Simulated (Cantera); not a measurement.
# Thermodynamics of silicon epitaxy and polysilicon growth, feed SiH₄ + H₂

A closed system holds: 1 mol SiH₄, 16 mol H₂, at 1475 °C and 14.0 mbar.

Method: chemical equilibrium by Gibbs-energy minimisation in Cantera with the NASA 1993 tables (ideal gas, pure condensed phases). Candidate condensed phases: Si; 9 gas species. Gases not in the tables: Si₂H₆ and higher silanes. Rates play no part.

```yaml
x(H₂): 0.998
x(H): 0.00193
x(Si): 0.000104
x(SiH₂): 2.05e-5
x(SiH): 1.64e-5
n(Si(l)): 0.997 mol
gas_amount: 18.02 mol
```
